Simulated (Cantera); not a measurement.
## Tantalum, niobium, vanadium and zirconium in process gases: Ta + CH4 + H2O

Charge: 1 mol Ta, a varied amount of CH4, 0.03 mol H2O, equilibrated at 4.20 bar.

These are equilibrium values from Cantera (NASA tables, ideal gas, pure condensed phases), not measurements of a reactor. Candidate condensed phases: C, C6H6, C7H8, C8H18, H2O, Ta, TaC, Ta2O5; 113 gas species. Mutual solubility and eutectic melting of coexisting phases are not modelled. TaC: taken at fixed stoichiometry. Condensed phases not in the tables: Ta2C, N, O or C dissolved in the metal. Equilibrium is a limit: real reactors are often held back by kinetics, nucleation or transport.

**Question.** Map the stable condensed phases over T = 2175, 2225, 2275, 2325, 2375, 2425, 2475, 2525, 2575, 2625 K and n(CH4) in mol = 0.11, 0.22, 0.33, 0.43, 0.54, 0.65, 0.75, 0.86, 0.97, 1.1, 1.2, 1.3.

**Answer.** 
```
T in K \ n(CH4) in mol
         0.11 0.22 0.33 0.43 0.54 0.65 0.75 0.86 0.97  1.1  1.2  1.3
   2625     A    A    A    A    A    A    A    A    A    B    C    C
   2575     A    A    A    A    A    A    A    A    A    C    C    C
   2525     A    A    A    A    A    A    A    A    A    C    C    C
   2475     D    A    A    A    A    A    A    A    A    C    C    C
   2425     D    D    A    A    A    A    A    A    A    C    C    C
   2375     D    D    D    A    A    A    A    A    A    C    C    C
   2325     D    D    D    D    A    A    A    A    A    C    C    C
   2275     D    D    D    D    D    D    D    A    A    C    C    C
   2225     D    D    D    D    D    D    D    D    D    C    C    C
   2175     D    D    D    D    D    D    D    D    D    C    C    C
```
A: Ta + TaC; B: TaC; C: C + TaC; D: Ta + TaC + Ta2O5.
